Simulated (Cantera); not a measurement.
A closed system holds: 1 mol SiO₂, 3 mol MgO, 0.25 mol H₂, held at 1627 °C and 0.000260 bar.

Method: chemical equilibrium by Gibbs-energy minimisation in Cantera with the NASA 1993 tables (ideal gas, pure condensed phases). Candidate condensed phases: H₂O, Mg, MgO, Mg(OH)₂, MgSiO₃, Mg₂SiO₄, Si, SiO₂; 24 gas species. Mutual solubility and eutectic melting of coexisting phases are not modelled. The tables' values for MgH are old estimates; treat these amounts as uncertain. Condensed phases not in the tables: alloys, solid solutions and most ternary compounds. Equilibrium is a limit: real reactors are often held back by kinetics, nucleation or transport.

Base state: H₂ 0.751, H₂O 0.103, Mg 0.0947, H 0.0426, SiO 0.00855, OH 0.000479, MgOH 0.000141, O 2.04e-5 (mole fractions); condensed: MgO(s) + Mg₂SiO₄(s).

Q: What changes in the equilibrium state with this change: temperature from 1627 °C to 1902 °C?

A: 
```csv
species,before,after
Mg,0.0947,0.302
H₂O,0.103,0.295
H₂,0.751,0.153
O₂,1.22e-6,0.0134
O,2.04e-5,0.0166
OH,0.000479,0.0306
SiO,0.00855,0.0666
H,0.0426,0.119
MgO,1.00e-5,0.00187
SiO₂,3.50e-6,0.000591
"MgO(s), mol",0.978,0.918
"Mg₂SiO₄(s), mol",0.998,0
"Mg₂SiO₄(l), mol",0,0.968
```
The tables' values for SiO₂, MgH are old estimates; treat these amounts as uncertain.

Q: What changes in the equilibrium state with this change: 0.6 mol H₂O added?

A: 
| species | before | after |
|---|---|---|
| H₂O | 0.103 | 0.689 |
| H₂ | 0.751 | 0.273 |
| H | 0.0426 | 0.0257 |
| Mg | 0.0947 | 0.00513 |
| SiO | 0.00855 | 0.000464 |
| O₂ | 1.22e-6 | 0.000416 |
| MgH | 1.93e-5 | 6.29e-7 |
| O | 2.04e-5 | 0.000377 |
| OH | 0.000479 | 0.00533 |
| Mg(OH)₂ | 1.73e-6 | 1.16e-5 |
| MgO(s), mol | 0.978 | 0.996 |
| Mg₂SiO₄(s), mol | 0.998 | 1.000 |

Q: What changes in the equilibrium state with this change: temperature from 1627 °C to 1050 °C?

A: 
```json
[
 {"species": "H₂", "before": "0.751", "after": "1.000"},
 {"species": "H₂O", "before": "0.103", "after": "0.000145"},
 {"species": "Mg", "before": "0.0947", "after": "0.000145"},
 {"species": "H", "before": "0.0426", "after": "9.83e-5"},
 {"species": "SiO", "before": "0.00855", "after": "4.93e-7"},
 {"species": "OH", "before": "0.000479", "after": "<1e-9"},
 {"species": "MgOH", "before": "0.000141", "after": "1.45e-9"},
 {"species": "MgO(s), mol", "before": "0.978", "after": "1.000"},
 {"species": "Mg₂SiO₄(s), mol", "before": "0.998", "after": "1.00"}
]
```
